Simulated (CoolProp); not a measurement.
Values from CoolProp's reference Helmholtz-energy equation of state, Younglove 1994. It is a modified Benedict-Webb-Rubin equation, recast in Helmholtz form.

### Question
For R123, give the phase and the cv (kJ/(kg K)), speed of sound (m/s), isothermal compressibility (1/MPa), viscosity (µPa s) at 413.2 K and 149 bar; 438 K and 149 bar.

### Answer
- 413.2 K and 149 bar: liquid; cv 0.803, speed of sound 462, isothermal compressibility 0.00526, viscosity 180
- 438 K and 149 bar: liquid; cv 0.820, speed of sound 406, isothermal compressibility 0.00727, viscosity 151

Viscosity comes from a separate model (Tanaka 1996).
